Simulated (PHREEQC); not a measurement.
Dissolve 0.26 mol/kgw Li2SO4, 0.012 mol/kgw Mn(NO3)2 and 0.0084 mol/kgw HCl at 85 °C. Closed to the air; pH follows from the charge balance.

Model: ion-association model, wateq4f.dat, run in PHREEQC.

Each row changes one thing in this solution. Precipitation was switched off in this run.

| case | pH | ionic strength (mol/kgw) |
|---|---|---|
| as made | 3.43 | 0.657 |
| temperature from 85 to 90 °C | 3.48 | 0.658 |
| Mn(NO3)2 from 0.012 to 0.0012 mol/kgw | 3.44 | 0.650 |
| Li2SO4 left out | 2.15 | 0.0440 |
| Mn(NO3)2 replaced by NaNO3 at the same molality | 3.44 | 0.659 |
| HCl left out | 6.51 | 0.661 |

Away from 25 °C the constants follow the database's enthalpies or fits; those with neither stay at their 25 °C values.
